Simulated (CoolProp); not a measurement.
Vapour-liquid equilibrium of R22 (1) + dimethyl ether (2) at 1470 kPa; x and y are mole fractions of (1).

The numbers come from the multi-fluid Helmholtz-energy mixture model, Kamei 1995 and Wu 2011; pair parameters Bell 2016 in CoolProp.

| x | bubble temperature (K) | y at the bubble point | dew temperature at overall composition x (K) | liquid density (mol/L) |
|---|---|---|---|---|
| 0.05 | 334.2 | 0.045 | 334.2 | 13.00 |
| 0.15 | 334.7 | 0.143 | 334.7 | 13.03 |
| 0.25 | 334.8 | 0.255 | 334.8 | 13.06 |
| 0.35 | 334.3 | 0.378 | 334.4 | 13.10 |
| 0.45 | 332.9 | 0.508 | 333.6 | 13.14 |
| 0.55 | 330.5 | 0.638 | 332.3 | 13.18 |
| 0.65 | 327.2 | 0.758 | 330.3 | 13.23 |
| 0.75 | 322.9 | 0.859 | 327.4 | 13.27 |
| 0.85 | 318.2 | 0.935 | 323.4 | 13.28 |
| 0.95 | 313.5 | 0.984 | 316.9 | 13.22 |

y crosses x between x = 0.15 and 0.25: the model has an azeotrope there.

Pair parameters are fitted to limited data, so mixtures are less certain than the pure fluids.
